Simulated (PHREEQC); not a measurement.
1 kg of water holding 25 mmol/kgw K2SO4 and 29 mmol/kgw KHCO3 is evaporated at 5 °C; the solids stay in contact with the brine. No CO2 enters from the air. Solids allowed: Arcanite, Kalicinite, Misenite. Others were left out.

Equilibrium calculation in PHREEQC: Pitzer model, pitzer.dat.

```csv
water left (kg),ionic strength,water activity,Arcanite (mol)
1,0.104,0.998,0
0.6755,0.154,0.997,0
0.4563,0.229,0.996,0
0.3082,0.339,0.994,0
0.2082,0.501,(withheld),0
0.1407,0.742,(withheld),0
0.09502,1.10,(withheld),0
0.05276,1.49,(withheld),0.00867
0.03564,1.63,(withheld),0.0154
0.02407,1.92,0.957,0.0194
0.01627,2.41,0.944,0.0217
0.01099,3.23,0.924,0.0230
0.007427,(withheld),(withheld),0.0235
0.005011,6.65,0.889,0.0236
```

Problem. What belongs in the gaps?

Solution. 
- 0.2082, water activity: 0.991
- 0.1407, water activity: 0.987
- 0.09502, water activity: 0.981
- 0.05276, water activity: 0.973
- 0.03564, water activity: 0.967
- 0.007427, ionic strength: 4.54
- 0.007427, water activity: 0.902

At this temperature some constants are extrapolated from 25 °C, and those without enthalpy data are left unchanged.
